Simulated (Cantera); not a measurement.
What does this Cantera script print?

```python
import numpy as np
import cantera as ct

gas_names = """
    AL ALCL ALCL2 ALCL3 ALN ALO ALOCL ALO2 AL2 AL2CL6 AL2O AL2O2 CL CLO CL2 N NO NO2 NO3 N2 N2O O O2 O3
""".split()
cond_names = """
    AL(cr) AL(L) ALCL3(s) ALCL3(L) ALN(s) AL2O3(a) AL2O3(L)
""".split()


# ... load() reads the species with a 1 bar reference pressure and builds the phases ...
atoms = {
    'AlN': {'AL': 1, 'N': 1},
    'Cl2': {'CL': 2},
    'O2': {'O': 2},
}
top_T = {'ALN(s)': 2750}  # K; cautious upper limits of use, not melting points


# ... equilibrate(T, P, feed) seeds the gas with the atoms and calls Mixture.equilibrate('TP', solver="vcs", rtol=1e-11, max_steps=5000) ...
results = []
T = 1475  # K
P = 850000  # Pa
for m in [0.15, 0.19, 0.25, 0.34, 0.44, 0.59, 0.77]:
    feed = {'AlN': 1, 'Cl2': m, 'O2': 0.65}  # mol
    mix = equilibrate(T, P, feed)
    results.append((T, P, feed, dict(zip(mix.species_names, mix.species_moles))))

top = {s: max(r[3][s] / sum(r[3][g] for g in gas_names) for r in results) for s in gas_names}
cols = sorted((s for s in top if top[s] > 1e-05), key=lambda s: -top[s])[:8]
seen = [c for c in cond_names if any(r[3].get(c, 0) > 1e-12 for r in results)]
print("log10 of partial pressures in bar; condensed amounts in mol")
print(f"{'n(Cl2)':>10s}" + "".join(f"{s[:9]:>10s}" for s in cols + seen))
for T, P, feed, n in results:
    ng = sum(n[g] for g in gas_names)
    print(f"{feed['Cl2']:10.4g}" + "".join(f"{np.log10(max(n[s] / ng * P / 1e5, 1e-99)):10.3f}" for s in cols)
          + "".join(f"{n.get(c, 0):10.4g}" for c in seen))
```

Output:

```
log10 of partial pressures in bar; condensed amounts in mol
    n(Cl2)        N2       CL2     ALCL3        CL     ALCL2    AL2CL6        O2      ALCL    ALN(s)  AL2O3(a)
      0.15     0.848    -7.791     0.161    -5.203    -2.401    -2.558   -20.505    -4.030   0.03324    0.4333
      0.19     0.831    -7.747     0.235    -5.181    -2.349    -2.411   -20.516    -4.000  0.006552    0.4333
      0.25     0.793    -0.221     0.217    -1.418    -6.130    -2.446    -5.439   -11.544         0    0.4333
      0.34     0.739     0.177     0.163    -1.219    -6.383    -2.554    -4.571   -11.996         0    0.4333
      0.44     0.685     0.360     0.110    -1.128    -6.527    -2.660    -4.136   -12.232         0    0.4333
      0.59     0.616     0.502     0.041    -1.057    -6.667    -2.798    -3.759   -12.443         0    0.4333
      0.77     0.546     0.597    -0.029    -1.009    -6.785    -2.939    -3.475   -12.608         0    0.4333
```

Method: chemical equilibrium by Gibbs-energy minimisation in Cantera with the NASA 1993 tables (ideal gas, pure condensed phases). Mutual solubility and eutectic melting of coexisting phases are not modelled. The tables' values for AlCl2 are old estimates; treat these amounts as uncertain.
